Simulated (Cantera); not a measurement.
A perfectly stirred reactor is fed with CH4 : H2 : O2 = 0.018 : 1 : 0.011 (molar parts), at 135 Torr; it is held at 2875 K, and followed from long to short residence time.

Cantera simulation using GRI-Mech 3.0 (53 species, 325 reactions); the numbers are that mechanism's predictions, not measurements.

Predict: x(CH4) at τ = 1.90 s; x(H2) at τ = 1.90 s; x(O2) at τ = 1.90 s; x(O) at τ = 1.90 s; x(CH4) at τ = 12.0 ms; x(H2) at τ = 12.0 ms; x(O2) at τ = 12.0 ms; x(O) at τ = 12.0 ms.


```
Item                     Value
---------------------  -------
x(CH4) at τ = 1.90 s   5.26e-8
x(H2) at τ = 1.90 s      0.762
x(O2) at τ = 1.90 s    8.00e-8
x(O) at τ = 1.90 s     4.70e-5
x(CH4) at τ = 12.0 ms  1.74e-5
x(H2) at τ = 12.0 ms     0.807
x(O2) at τ = 12.0 ms   9.92e-7
x(O) at τ = 12.0 ms    3.06e-5
```
